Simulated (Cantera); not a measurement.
What does this Cantera script print?

```python
import numpy as np
import cantera as ct

gas = ct.Solution("gri30.yaml", transport_model="multicomponent")
show = ['CH4', 'OH', 'NH3']

rows = []
print(f"{'T/K':>7s}{'rho':>11s}{'cp':>10s}{'mu':>11s}{'lambda':>11s}{'Pr':>7s}" + "".join(f"{'D_' + s:>11s}" for s in show))
for T in [400, 650, 900, 1150, 1400, 1650, 1900, 2150]:
    gas.TPX = T, 600, {'H2O': 0.89, 'CO2': 0.34}
    Pr = gas.cp_mass * gas.viscosity / gas.thermal_conductivity
    D = [gas.mix_diff_coeffs_mole[gas.species_index(s)] for s in show]
    rows.append([gas.density, gas.cp_mass, gas.viscosity, gas.thermal_conductivity, Pr, *D])
    print(f"{T:7g}{gas.density:11.4e}{gas.cp_mass:10.1f}{gas.viscosity:11.4e}"
          f"{gas.thermal_conductivity:11.4e}{Pr:7.3f}" + "".join(f"{d:11.4e}" for d in D))
print("SI units: kg/m3, J/kg/K, Pa s, W/m/K, m2/s")
```

Result:

```
    T/K        rho        cp         mu     lambda     Pr      D_CH4       D_OH      D_NH3
    400 4.5464e-03    1436.7 1.6258e-05 3.3918e-02  0.689 6.1231e-03 9.3811e-03 5.5396e-03
    650 2.7978e-03    1592.1 2.6109e-05 6.1049e-02  0.681 1.5075e-02 2.2308e-02 1.4634e-02
    900 2.0206e-03    1729.2 3.5239e-05 8.9903e-02  0.678 2.6912e-02 3.9139e-02 2.7383e-02
   1150 1.5813e-03    1854.7 4.3690e-05 1.1991e-01  0.676 4.1219e-02 5.9372e-02 4.3280e-02
   1400 1.2990e-03    1961.0 5.1554e-05 1.4995e-01  0.674 5.7741e-02 8.2695e-02 6.1975e-02
   1650 1.1021e-03    2049.6 5.8914e-05 1.7946e-01  0.673 7.6309e-02 1.0889e-01 8.3212e-02
   1900 9.5713e-04    2122.7 6.5839e-05 2.0808e-01  0.672 9.6800e-02 1.3779e-01 1.0680e-01
   2150 8.4583e-04    2182.3 7.2386e-05 2.3559e-01  0.671 1.1912e-01 1.6928e-01 1.3259e-01
SI units: kg/m3, J/kg/K, Pa s, W/m/K, m2/s
```

Model: GRI-Mech 3.0 (53 species, 325 reactions), integrated in Cantera. Polar gases are described roughly by these parameters.
